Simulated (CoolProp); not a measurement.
CHF3 (R23) along the isobar 0.101 MPa: fugacity coefficient from the reference equation and from simpler models built on Tc = 299.3 K, pc = 4.832 MPa, ω = 0.263; each cubic takes its own stable root.

Values from CoolProp's reference Helmholtz-energy equation of state, Penoncello 2003.

```
T (K)   phase  reference  van der Waals  Peng-Robinson
-----  ------  ---------  -------------  -------------
142.3  liquid    0.01851         0.9087        0.01894
147.3  liquid    0.03212         0.9689        0.03270
152.4  liquid    0.05394         0.9711        0.05469
157.5  liquid    0.08706         0.9731        0.08800
162.6  liquid     0.1356         0.9749         0.1368
167.7  liquid     0.2045         0.9766         0.2060
172.8  liquid     0.2994         0.9781         0.3014
177.9  liquid     0.4270         0.9794         0.4298
183    liquid     0.5944         0.9807         0.5984
188.1  liquid     0.8092         0.9818         0.8151
193.2     gas     0.9617         0.9829         0.9723
198.3     gas     0.9658         0.9839         0.9741
203.4     gas     0.9693         0.9848         0.9759
208.5     gas     0.9722         0.9856         0.9774
213.6     gas     0.9748         0.9864         0.9789
218.7     gas     0.9770         0.9871         0.9802
```

At some of these states van der Waals gives the other phase, because its saturation line lies elsewhere.
